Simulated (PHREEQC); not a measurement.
Solution (94 °C): 9.3 mmol/kgw Cu(NO3)2 and 0.17 mmol/kgw H2SO4. Closed to the air; pH follows from the charge balance.

Model: ion-association model, wateq4f.dat, run in PHREEQC.

Q: The ionic strength comes out as 0.0281 mol/kgw. What activity coefficients do HSO4-, H+, Cu+2, SO4-2, Cu2(OH)2+2 get?

A: HSO4- 0.83, H+ 0.86, Cu+2 0.51, SO4-2 0.49, Cu2(OH)2+2 0.48.

This is a speciation only: nothing precipitates in the calculation. Species that the database lacks are ignored. Constants without temperature data keep their 25 °C values here.
